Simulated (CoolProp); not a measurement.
Saturated liquid density (kg/m³) of water: the reference equation beside estimates from Tc = 647.1 K, pc = 22.06 MPa, ω = 0.344.

Values from CoolProp's reference Helmholtz-energy equation of state, Wagner 2002.

| T (K) | reference | van der Waals | Soave-Redlich-Kwong |
|---|---|---|---|
| 339.1 | … | 477.7 | 732.4 |
| 354 | 971.2 | 471.2 | 723.1 |
| 368.9 | 961.4 | 464.5 | … |
| 383.8 | 950.5 | 457.5 | 702.8 |
| 398.7 | … | … | 691.8 |
| 413.6 | … | 442.9 | 680.1 |
| 428.5 | 911.9 | 435.1 | 667.8 |
| 443.4 | 897.2 | 427.1 | 654.6 |
| 458.3 | 881.4 | 418.6 | 640.6 |
| 473.2 | 864.6 | 409.8 | 625.6 |
| 488.1 | … | 400.6 | … |
| 503 | 827.3 | 390.9 | … |

Q: Some entries are withheld; supply them.

A: 
- 339.1, reference: 980.0
- 368.9, Soave-Redlich-Kwong: 713.2
- 398.7, reference: 938.6
- 398.7, van der Waals: 450.3
- 413.6, reference: 925.7
- 488.1, reference: 846.6
- 488.1, Soave-Redlich-Kwong: 609.6
- 503, Soave-Redlich-Kwong: 592.4

Absolute difference from the reference over all 12 rows, mean and median: van der Waals 52.1 and 52.2 %, Soave-Redlich-Kwong 26.7 and 26.6 %.
